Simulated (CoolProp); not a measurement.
A simple Rankine cycle with carbonyl sulfide: condensing at 319.15 K, boiler at 4.81 MPa, turbine inlet 512.4 K, turbine efficiency 0.65, pump efficiency 0.8, no recuperator. Each further row changes one setting.

The numbers come from the reference Helmholtz-energy equation of state, Lemmon 2006 in CoolProp. It is a short technical equation, of lower accuracy than the large ones.

```json
[
 {"case": "as stated", "thermal efficiency (%)": "7.8", "net work (kJ/kg)": "28.9", "heat in (kJ/kg)": "371", "turbine exit temperature (K)": "[?]", "volume ratio over the turbine": "2.14"},
 {"case": "turbine inlet 532.4 K", "thermal efficiency (%)": "7.9", "net work (kJ/kg)": "30.7", "heat in (kJ/kg)": "390", "turbine exit temperature (K)": "[?]", "volume ratio over the turbine": "[?]"},
 {"case": "condensing temperature 311.15 K", "thermal efficiency (%)": "9.1", "net work (kJ/kg)": "[?]", "heat in (kJ/kg)": "383", "turbine exit temperature (K)": "447.2", "volume ratio over the turbine": "[?]"},
 {"case": "boiler pressure 3.37 MPa", "thermal efficiency (%)": "4.8", "net work (kJ/kg)": "18.1", "heat in (kJ/kg)": "381", "turbine exit temperature (K)": "[?]", "volume ratio over the turbine": "1.54"},
 {"case": "turbine efficiency 0.55", "thermal efficiency (%)": "6.4", "net work (kJ/kg)": "[?]", "heat in (kJ/kg)": "371", "turbine exit temperature (K)": "463.3", "volume ratio over the turbine": "2.17"}
]
```

Q: Complete the blanks.

A: 
- as stated, turbine exit temperature (K): 457.4
- turbine inlet 532.4 K, turbine exit temperature (K): 477.0
- turbine inlet 532.4 K, volume ratio over the turbine: 2.13
- condensing temperature 311.15 K, net work (kJ/kg): 34.9
- condensing temperature 311.15 K, volume ratio over the turbine: 2.51
- boiler pressure 3.37 MPa, turbine exit temperature (K): 481.4
- turbine efficiency 0.55, net work (kJ/kg): 23.9
